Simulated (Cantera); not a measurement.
# Stirred combustor or abatement burner

A perfectly stirred reactor is fed with 5.51 % CH₄, 0.937 % H₂, 15.3 % O₂, 78.2 % N₂, at 1.48 atm; it is adiabatic with a 773 K inlet, and is followed from long to short residence time, starting on the burning branch (τ in s: 0.061, 0.03, 0.015, 0.0076, 0.0038, 0.0019, 0.00095, 0.00047, 0.00024, 0.00012, 5.9e-05, 2.9e-05).

Detailed kinetics in Cantera: GRI-Mech 3.0 (53 species, 325 reactions).

```tsv
τ (s)	T (K)	x CH₄	x H₂	x O₂	x CH₃	x CH₂CO
0.061	2016	5.53e-6	0.000324	0.0383	1.87e-6	3.52e-10
0.030	2011	9.26e-6	0.000449	0.0384	3.06e-6	8.75e-10
0.015	2003	1.48e-5	0.000645	0.0386	4.72e-6	1.99e-9
0.0076	1991	2.31e-5	0.000937	0.0389	7.04e-6	4.19e-9
0.0038	1974	3.64e-5	0.00137	0.0394	1.04e-5	8.48e-9
0.0019	1950	5.78e-5	0.00196	0.0402	1.55e-5	1.66e-8
0.00095	1919	9.39e-5	0.00273	0.0413	2.32e-5	3.20e-8
0.00047	1878	0.000160	0.00367	0.0428	3.61e-5	6.47e-8
0.00024	1830	0.000282	0.00468	0.0450	5.76e-5	1.39e-7
0.00012	1769	0.000563	0.00584	0.0485	0.000102	3.71e-7
5.9e-5	1681	0.00154	0.00759	0.0561	0.000236	1.83e-6
2.9e-5	773	0.0551	0.00937	0.153	<1e-12	<1e-12
```
x: mole fraction; the columns are a selection and need not sum to one.
